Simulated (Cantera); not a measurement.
## Adiabatic ignition

An adiabatic, constant-pressure homogeneous reactor starts with 22.8 % CO, 22.8 % H2, 11.4 % O2, 42.9 % N2, at 1548 K and 100000 Pa.

Cantera simulation using GRI-Mech 3.0 (53 species, 325 reactions); the numbers are that mechanism's predictions, not measurements.

```
t (s)     T (K)   x CO    x H2     x O2     x CO2      x H    x H2O
--------  -----  -----  ------  -------  --------  -------  -------
4.00e-6    1548  0.228   0.228    0.114   1.88e-6  1.51e-5  1.49e-5
9.19e-6    1550  0.228   0.225    0.113  0.000184  0.00194  0.00212
2.11e-5    1907  0.182  0.0605   0.0168    0.0507    0.104    0.112
4.86e-5    2251  0.180  0.0691   0.0110    0.0596   0.0738    0.123
0.000112   2545  0.186  0.0701  0.00732    0.0594   0.0464    0.142
0.000257   2758  0.188  0.0695  0.00427    0.0615   0.0292    0.156
0.000590   2823  0.188  0.0695  0.00321    0.0623   0.0240    0.161
0.00136    2822  0.189  0.0699  0.00303    0.0621   0.0236    0.161
0.00312    2820  0.189  0.0702  0.00294    0.0618   0.0234    0.161
0.00716    2819  0.189  0.0703  0.00293    0.0618   0.0234    0.161
0.0165     2819  0.189  0.0703  0.00293    0.0618   0.0234    0.161
0.0379     2819  0.189  0.0703  0.00293    0.0618   0.0234    0.161
0.0870     2819  0.189  0.0703  0.00293    0.0618   0.0234    0.161
0.200      2819  0.189  0.0703  0.00293    0.0618   0.0234    0.161
```
x: mole fraction; the columns are a selection and need not sum to one.

```json
{
  "time_of_steepest_temperature_rise": "14.3 µs",
  "temperature at 0.200 s": "2819 K",
  "equilibrium_temperature": "2819 K",
  "x(CO) at 0.200 s": "0.189 (gas-phase equilibrium 0.189)",
  "x(H2) at 0.200 s": "0.0703 (gas-phase equilibrium 0.0703)",
  "x(O2) at 0.200 s": "0.00293 (gas-phase equilibrium 0.00293)"
}
```
